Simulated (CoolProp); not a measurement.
Vapour-liquid equilibrium of n-butane (1) + R113 (2) at 0.0824 MPa; x and y are mole fractions of (1).

The numbers come from the multi-fluid Helmholtz-energy mixture model, Bücker 2006 and Marx 1992; pair parameters Bell 2016 in CoolProp.

| x | bubble temperature, mixture model (K) | bubble temperature, Raoult's law (K) | y, mixture model | y, Raoult's law |
|---|---|---|---|---|
| 0.05 | 308.2 | 309.5 | 0.238 | 0.207 |
| 0.15 | 298.1 | 301.0 | 0.526 | 0.483 |
| 0.25 | 290.9 | 294.2 | 0.682 | 0.652 |
| 0.35 | 285.5 | 288.6 | 0.775 | 0.760 |
| 0.45 | 281.4 | 284.0 | 0.837 | 0.834 |
| 0.55 | 278.0 | 280.0 | 0.881 | 0.887 |
| 0.65 | 275.2 | 276.6 | 0.914 | 0.925 |
| 0.75 | 272.7 | 273.5 | 0.942 | 0.953 |
| 0.85 | 270.5 | 270.9 | 0.966 | 0.976 |
| 0.95 | 268.4 | 268.5 | 0.989 | 0.993 |

The largest gap from Raoult's law is -3.3 K in bubble temperature, at x = 0.25. No azeotrope shows between x = 0.05 and 0.95.

Pair parameters are fitted to limited data, so mixtures are less certain than the pure fluids.
